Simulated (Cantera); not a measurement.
Input: 1 mol SrCl2, a varied amount of H2O, 0.86 mol N2, equilibrated at 1850 K and 0.133 bar.

Cantera equilibrium calculation (NASA polynomials, part measured and part estimated; ideal gas, pure solids and liquids). Candidate condensed phases: H2O, NH4Cl, Sr, SrCl2, SrO, Sr(OH)2; 35 gas species. Mutual solubility and eutectic melting of coexisting phases are not modelled. Condensed phases not in the tables: oxide chlorides. The numbers say what is thermodynamically allowed, not how fast it happens.

log p: log10 of the partial pressure in bar; n: condensed amount in mol.

| n(H2O) (mol) | log p H2O | log p N2 | log p SrCl2 | log p HCl | log p H2 | n SrCl2(l) | n SrO(s) |
|---|---|---|---|---|---|---|---|
| 0.27 | -1.68 | -1.12 | -1.51 | -2.26 | -3.63 | 0.617 | (withheld) |
| 0.38 | -1.57 | -1.16 | -1.51 | -2.20 | -3.56 | 0.573 | (withheld) |
| 0.55 | -1.46 | -1.22 | -1.51 | -2.15 | -3.50 | 0.506 | (withheld) |
| 0.78 | -1.37 | -1.29 | -1.51 | -2.10 | -3.45 | 0.416 | (withheld) |
| 1.1 | -1.30 | -1.37 | -1.51 | -2.06 | -3.40 | 0.293 | (withheld) |
| 1.6 | -1.24 | -1.47 | -1.51 | -2.03 | -3.37 | 0.100 | (withheld) |
| 2.2 | -1.18 | -1.55 | -1.55 | -2.02 | -3.33 | 0 | (withheld) |
| 3.2 | -1.10 | -1.65 | -1.66 | -2.04 | -3.29 | 0 | (withheld) |

Question: Some entries are withheld; supply them.

Answer: 
- 0.27, n SrO(s): 0.0323
- 0.38, n SrO(s): 0.0404
- 0.55, n SrO(s): 0.0522
- 0.78, n SrO(s): 0.0674
- 1.1, n SrO(s): 0.0879
- 1.6, n SrO(s): 0.119
- 2.2, n SrO(s): 0.147
- 3.2, n SrO(s): 0.175
